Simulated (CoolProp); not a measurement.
Vapour-liquid equilibrium of cyclohexane (1) + dimethyl carbonate (2) at 60.25 °C; x and y are mole fractions of (1).

Model: multi-fluid Helmholtz-energy mixture model, Zhou 2014 and Zhou 2011; pair parameters Bell 2016, in CoolProp.

| x | bubble pressure, mixture model (bar) | bubble pressure, Raoult's law (bar) | y, mixture model | y, Raoult's law |
|---|---|---|---|---|
| 0.05 | 0.4414 | 0.3615 | 0.235 | 0.072 |
| 0.125 | 0.5317 | 0.3743 | 0.402 | 0.175 |
| 0.2 | 0.5870 | 0.3871 | 0.486 | 0.271 |
| 0.275 | 0.6199 | 0.3999 | 0.534 | 0.360 |
| 0.35 | 0.6390 | 0.4128 | 0.565 | 0.444 |
| 0.425 | 0.6500 | 0.4256 | 0.586 | 0.523 |
| 0.5 | 0.6561 | 0.4384 | 0.603 | 0.597 |
| 0.575 | 0.6594 | 0.4512 | 0.619 | 0.668 |
| 0.65 | 0.6601 | 0.4640 | 0.637 | 0.734 |
| 0.725 | 0.6571 | 0.4769 | 0.661 | 0.796 |
| 0.8 | 0.6474 | 0.4897 | 0.697 | 0.856 |
| 0.875 | 0.6248 | 0.5025 | 0.757 | 0.912 |
| 0.95 | 0.5780 | 0.5153 | 0.867 | 0.966 |

The largest gap from Raoult's law is +55.0 % in bubble pressure, at x = 0.275. y crosses x between x = 0.575 and 0.65: the model has an azeotrope there.

Pair parameters are fitted to limited data, so mixtures are less certain than the pure fluids. With so large a gap from Raoult's law the liquid may split in two, which this calculation doesn't test in full.
